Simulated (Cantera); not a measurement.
An adiabatic, constant-pressure homogeneous reactor starts with CH4 : O2 : N2 : H2O = 1 : 1.25 : 4.7 : 0.96 (molar parts), equivalence ratio 1.6, at 1800 K and 610000 Pa.

Detailed kinetics in Cantera: GRI-Mech 3.0 (53 species, 325 reactions).

**Question.** Predict: time of steepest temperature rise; temperature at 0.100 s; equilibrium temperature; x(O2) at 0.100 s; x(H2O) at 0.100 s; x(NO2) at 0.100 s; x(H2O2) at 0.100 s; x(HCO) at 0.100 s; x(H) at 0.100 s.

**Answer.** 
* **time of steepest temperature rise**: 31.9 µs
* **temperature at 0.100 s**: 2809 K
* **equilibrium temperature**: 2809 K
* **x(O2) at 0.100 s**: 0.000589 (gas-phase equilibrium 0.000589)
* **x(H2O) at 0.100 s**: 0.239 (gas-phase equilibrium 0.239)
* **x(NO2) at 0.100 s**: 1.42e-7 (gas-phase equilibrium 1.42e-7)
* **x(H2O2) at 0.100 s**: 1.82e-7 (gas-phase equilibrium 1.82e-7)
* **x(HCO) at 0.100 s**: 4.95e-7 (gas-phase equilibrium 4.95e-7)
* **x(H) at 0.100 s**: 0.0104 (gas-phase equilibrium 0.0104)
